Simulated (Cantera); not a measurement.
Premixed flame

A freely propagating, adiabatic, planar premixed flame of CH4 : C2H6 : O2 : N2 : H2 = 1 : 0.083 : 1.91 : 7.18 : 0.024 (molar parts), equivalence ratio 1.2, unburnt at 375 K and 1.00 bar; mixture-averaged transport, grid criteria slope 0.08 and curve 0.16, no radiation.

Computed with Cantera and GRI-Mech 3.0 (53 species, 325 reactions). Burning velocities carry a grid error of a few per cent, more on coarse grids.

| z (mm) | T (K) | u (m/s) | x CH4 | x C2H6 | x O2 | x H2 | x HCO | x O |
|---|---|---|---|---|---|---|---|---|
| -1.23 | 375 | 0.515 | 0.0979 | 0.00813 | 0.187 | 0.00349 | <1e-8 | <1e-8 |
| -0.822 | 377 | 0.519 | 0.0975 | 0.00811 | 0.186 | 0.00620 | <1e-8 | <1e-8 |
| -0.616 | 388 | 0.536 | 0.0966 | 0.00807 | 0.185 | 0.00986 | <1e-8 | <1e-8 |
| -0.411 | 481 | 0.672 | 0.0908 | 0.00785 | 0.178 | 0.0176 | <1e-8 | 1.59e-8 |
| -0.205 | 989 | 1.41 | 0.0619 | 0.00581 | 0.136 | 0.0291 | 5.76e-7 | 5.46e-6 |
| -0.103 | 1427 | 2.06 | 0.0339 | 0.00270 | 0.0905 | 0.0345 | 1.37e-5 | 7.66e-5 |
| 0 | 1803 | 2.63 | 0.00857 | 0.000192 | 0.0427 | 0.0359 | 4.51e-5 | 0.000457 |
| 0.103 | 1962 | 2.86 | 0.000776 | 1.24e-6 | 0.0162 | 0.0318 | 1.86e-5 | 0.00111 |
| 0.205 | 2002 | 2.91 | 3.95e-5 | <1e-8 | 0.00729 | 0.0292 | 1.78e-6 | 0.00140 |
| 0.411 | 2034 | 2.94 | 1.08e-7 | <1e-8 | 0.00366 | 0.0289 | 1.17e-7 | 0.00127 |
| 0.822 | 2069 | 2.98 | <1e-8 | <1e-8 | 0.00251 | 0.0290 | 8.71e-8 | 0.000940 |
| 1.64 | 2109 | 3.03 | <1e-8 | <1e-8 | 0.00158 | 0.0285 | 6.25e-8 | 0.000573 |
| 3.29 | 2145 | 3.08 | <1e-8 | <1e-8 | 0.000798 | 0.0279 | 4.06e-8 | 0.000279 |
x: mole fraction of selected species; z is measured from the peak of heat release.

* **laminar burning velocity**: 51.4 cm/s
* **thermal thickness**: 0.411 mm
* **peak x(HCO)**: 4.52e-5
* **peak x(O)**: 0.00141
* **grid points**: 155
